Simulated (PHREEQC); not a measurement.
**Nickel, zinc or cadmium bath: speciation**

A solution holds 0.012 mol/kgw ZnCl2, 0.021 mol/kgw NaOH and 0.056 mol/kgw HCl, at 20 °C. It is in equilibrium with CO2 at log p = -3.4 (atm). Otherwise closed; pH follows from the charge balance.

Equilibrium calculation in PHREEQC: ion-association model, phreeqc.dat.

Precipitation was switched off in this run.

**Question.** Estimate the pH, specific conductance.

**Answer.** pH 1.54; specific conductance 15200 µS/cm.

**Question.** In which forms is Zn present?

**Answer.** Zn+2 93 %, ZnCl+ 6.2 % of the Zn.
